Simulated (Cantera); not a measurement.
An adiabatic, constant-volume homogeneous reactor starts with CH4 : CO : O2 : N2 : H2O = 1 : 0.15 : 2.73 : 10.3 : 1.3 (molar parts), at 1573 K and 18.8 atm. Integrator tolerance rtol = 1e-08.

Detailed kinetics in Cantera: GRI-Mech 3.0 (53 species, 325 reactions). The pressure lies above the range GRI-Mech 3.0 was tuned for (to about 10 atm).

Task: What does this change do: initial temperature 1573 to 950 K?

Result: 
| quantity | before | after |
|---|---|---|
| time of steepest temperature rise | 54.4 µs | 0.166 s |
| temperature at 4.00 s | 2915 K | 2574 K |
| equilibrium temperature | 2915 K | 2574 K |
| x(CH4) at 4.00 s | <1e-12 (gas-phase equilibrium <1e-12) | <1e-12 (gas-phase equilibrium <1e-12) |
| x(CO) at 4.00 s | 0.0127 (gas-phase equilibrium 0.0127) | 0.00279 (gas-phase equilibrium 0.00279) |
| x(O2) at 4.00 s | 0.0376 (gas-phase equilibrium 0.0376) | 0.0375 (gas-phase equilibrium 0.0375) |
| x(N2O) at 4.00 s | 5.06e-6 (gas-phase equilibrium 5.06e-6) | 3.69e-6 (gas-phase equilibrium 3.69e-6) |
| x(NO2) at 4.00 s | 2.57e-5 (gas-phase equilibrium 2.57e-5) | 2.52e-5 (gas-phase equilibrium 2.52e-5) |
Below about 1000 K GRI-Mech 3.0 lacks low-temperature oxidation paths.

Task: What does this change do: pressure from 18.8 atm to 4.93 atm?

Result: 
```tsv
quantity	before	after
time of steepest temperature rise	54.4 µs	0.169 ms
temperature at 4.00 s	2915 K	2837 K
equilibrium temperature	2915 K	2837 K
x(CH4) at 4.00 s	<1e-12 (gas-phase equilibrium <1e-12)	<1e-12 (gas-phase equilibrium <1e-12)
x(CO) at 4.00 s	0.0127 (gas-phase equilibrium 0.0127)	0.0166 (gas-phase equilibrium 0.0166)
x(O2) at 4.00 s	0.0376 (gas-phase equilibrium 0.0376)	0.0400 (gas-phase equilibrium 0.0400)
x(N2O) at 4.00 s	5.06e-6 (gas-phase equilibrium 5.06e-6)	2.36e-6 (gas-phase equilibrium 2.36e-6)
x(NO2) at 4.00 s	2.57e-5 (gas-phase equilibrium 2.57e-5)	1.32e-5 (gas-phase equilibrium 1.32e-5)
```
